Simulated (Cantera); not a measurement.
What does this Cantera script print?

```python
import numpy as np
import cantera as ct

gas = ct.Solution("gri30.yaml", transport_model="multicomponent")
show = ['H2', 'CO2', 'CH3']

rows = []
print(f"{'T/K':>7s}{'rho':>11s}{'cp':>10s}{'mu':>11s}{'lambda':>11s}{'Pr':>7s}" + "".join(f"{'D_' + s:>11s}" for s in show))
for T in [400, 550, 700, 850, 1000, 1150]:
    gas.TPX = T, 2000, {'C2H4': 0.98}
    Pr = gas.cp_mass * gas.viscosity / gas.thermal_conductivity
    D = [gas.mix_diff_coeffs_mole[gas.species_index(s)] for s in show]
    rows.append([gas.density, gas.cp_mass, gas.viscosity, gas.thermal_conductivity, Pr, *D])
    print(f"{T:7g}{gas.density:11.4e}{gas.cp_mass:10.1f}{gas.viscosity:11.4e}"
          f"{gas.thermal_conductivity:11.4e}{Pr:7.3f}" + "".join(f"{d:11.4e}" for d in D))
print("SI units: kg/m3, J/kg/K, Pa s, W/m/K, m2/s")
```

It prints:

```
    T/K        rho        cp         mu     lambda     Pr       D_H2      D_CO2      D_CH3
    400 1.6871e-02    1876.5 1.3349e-05 3.3468e-02  0.748 5.1920e-03 1.0237e-03 1.4809e-03
    550 1.2270e-02    2380.2 1.7748e-05 5.6332e-02  0.750 8.9660e-03 1.8554e-03 2.6378e-03
    700 9.6403e-03    2785.0 2.1665e-05 8.0425e-02  0.750 1.3483e-02 2.8712e-03 4.0371e-03
    850 7.9391e-03    3080.6 2.5215e-05 1.0361e-01  0.750 1.8680e-02 4.0512e-03 5.6544e-03
   1000 6.7482e-03    3354.1 2.8480e-05 1.2754e-01  0.749 2.4509e-02 5.3812e-03 7.4724e-03
   1150 5.8680e-03    3563.2 3.1520e-05 1.5014e-01  0.748 3.0937e-02 6.8508e-03 9.4783e-03
SI units: kg/m3, J/kg/K, Pa s, W/m/K, m2/s
```

Model: GRI-Mech 3.0 (53 species, 325 reactions), integrated in Cantera. The composition is frozen, though it would react at the higher temperatures.
